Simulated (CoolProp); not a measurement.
Vapour-liquid equilibrium of CHF3 (R23) (1) + R134a (2) at 2.75 °C; x and y are mole fractions of (1).

Model: multi-fluid Helmholtz-energy mixture model, Penoncello 2003 and Tillner-Roth 1994; pair parameters Bell 2016, in CoolProp.

Q: Give the bubble pressure and the first vapour's composition at x = 0.45, 0.75, 0.95. Is there an azeotrope?

A: x = 0.45: 1212 kPa, y = 0.809; x = 0.75: 1933 kPa, y = 0.931; x = 0.95: 2516 kPa, y = 0.986. No azeotrope shows between x = 0.05 and 0.95.

Pair parameters are fitted to limited data, so mixtures are less certain than the pure fluids.
